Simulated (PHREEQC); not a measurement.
1 kg of water holding 0.19 mol KCl and 0.43 mol Na2CO3 is evaporated at 30 °C; the solids stay in contact with the brine. The system is closed to CO2. The run lets Halite, Kalicinite, Nahcolite, Natron, Sylvite, Trona precipitate or redissolve, and no other solid.

The series has 14 steps of water left (kg), from 1 to 0.00232.

Computed with PHREEQC (Pitzer model, pitzer.dat).

Q: Which solids form, in which order, and at which step of the series does each first stand?

A: Natron from water left = 0.1356 kg (pH 12.00); Sylvite from water left = 0.05658 kg (pH 12.19).
